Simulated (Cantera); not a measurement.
Feed: 1 mol Pb, 5.5 mol CO, at 5.00 bar.

Method: chemical equilibrium by Gibbs-energy minimisation in Cantera with the NASA 1993 tables (ideal gas, pure condensed phases). Candidate condensed phases: C, Pb, PbO, PbO₂, Pb₃O₄; 15 gas species. Rates play no part.

Q: What share of the Pb ends up in condensed phases as a function of T (°C), at 575, 725, 875, 1025, 1175, 1325, 1475, 1625, 1775?

A: 
```csv
T (°C),Pb condensed (%),as
575,100.0,Pb(l)
725,100.0,Pb(l)
875,100.0,Pb(l)
1025,99.7,Pb(l)
1175,98.4,Pb(l)
1325,93.4,Pb(l)
1475,78.2,Pb(l)
1625,38.3,Pb(l)
1775,0.0,-
```
